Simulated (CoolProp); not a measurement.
Methane along the isobar 183 bar: Z from the reference equation and from simpler models built on Tc = 190.6 K, pc = 45.99 bar, ω = 0.011; each cubic takes its own stable root.

Computed with CoolProp (reference Helmholtz-energy equation of state, Setzmann 1991).

```json
[
 {"T (K)": "165.8", "phase": "liquid", "reference": "0.5839"},
 {"T (K)": "176.6", "phase": "liquid", "reference": "0.5743"},
 {"T (K)": "187.3", "phase": "liquid", "reference": "0.5700"},
 {"T (K)": "198.1", "phase": "supercritical", "reference": "0.5713"},
 {"T (K)": "208.8", "phase": "supercritical", "reference": "0.5787"},
 {"T (K)": "219.6", "phase": "supercritical", "reference": "0.5930"},
 {"T (K)": "230.3", "phase": "supercritical", "reference": "0.6143"},
 {"T (K)": "241.1", "phase": "supercritical", "reference": "0.6426"},
 {"T (K)": "251.8", "phase": "supercritical", "reference": "0.6754"},
 {"T (K)": "262.6", "phase": "supercritical", "reference": "0.7108"},
 {"T (K)": "273.3", "phase": "supercritical", "reference": "0.7457"},
 {"T (K)": "284.1", "phase": "supercritical", "reference": "0.7790"},
 {"T (K)": "294.9", "phase": "supercritical", "reference": "0.8094"},
 {"T (K)": "305.6", "phase": "supercritical", "reference": "0.8364"}
]
```

### Question
How far does each simpler model (van der Waals, Redlich-Kwong, Peng-Robinson) lie from the reference over these 14 states: mean and median of the absolute difference, and the worst?

### Answer
- van der Waals: mean 16.6 %, median 15.9 %, worst +35.7 % at 165.8 K and 183 bar
- Redlich-Kwong: mean 3.6 %, median 3.7 %, worst +5.8 % at 230.3 K and 183 bar
- Peng-Robinson: mean 3.9 %, median 2.3 %, worst -9.5 % at 165.8 K and 183 bar
